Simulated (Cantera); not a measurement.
**Roasting and sulfation: MgCO3 + SO2 + O2 + H2S**

Charge: 1 mol MgCO3, 0.07 mol SO2, 0.83 mol O2, 0.054 mol H2S, equilibrated at 5.30 bar.

Equilibrium computed with Cantera from the NASA thermochemical tables; the gas is ideal and each condensed phase is pure. Candidate condensed phases: C, C6H6, C7H8, C8H18, H2O, H2SO4, Mg, MgCO3, MgO, Mg(OH)2, MgS, MgSO4, S; 130 gas species. Mutual solubility and eutectic melting of coexisting phases are not modelled. Rates play no part.

At 400 °C the condensed part is MgCO3(s) + MgO(s) + MgSO4(s). From 500 °C to 1000 °C the condensed part is MgO(s) + MgSO4(s). From 1100 °C to 1600 °C the condensed part is MgO(s).

```tsv
T (°C)	x O2	x CO2	x SO2	x H2O	x SO3	x OH	n MgCO3(s)	n MgO(s)	n MgSO4(s)
400	0.763	0.177	<1e-12	0.0599	<1e-12	6.20e-12	0.840	0.0358	0.124
500	0.395	0.574	<1e-12	0.0310	4.84e-11	1.60e-10	0	0.876	0.124
600	0.395	0.574	5.03e-10	0.0310	7.29e-9	2.88e-9	0	0.876	0.124
700	0.395	0.574	1.05e-7	0.0310	3.80e-7	2.87e-8	0	0.876	0.124
800	0.395	0.574	7.86e-6	0.0310	9.25e-6	1.87e-7	0	0.876	0.124
900	0.395	0.574	0.000274	0.0310	0.000127	8.83e-7	0	0.877	0.123
1000	0.394	0.569	0.00530	0.0307	0.00113	3.26e-6	0	0.887	0.113
1100	0.387	0.521	0.0582	0.0281	0.00634	9.52e-6	0	1.00	0
1200	0.388	0.520	0.0607	0.0281	0.00374	2.51e-5	0	1.00	0
1300	0.388	0.520	0.0621	0.0280	0.00233	5.83e-5	0	1.00	0
1400	0.388	0.519	0.0629	0.0280	0.00153	0.000123	0	1.00	0
1500	0.388	0.519	0.0633	0.0279	0.00105	0.000237	0	1.00	0
1600	0.388	0.519	0.0636	0.0278	0.000751	0.000427	0	1.000	0
```
x: gas mole fraction; n: condensed amount in mol.
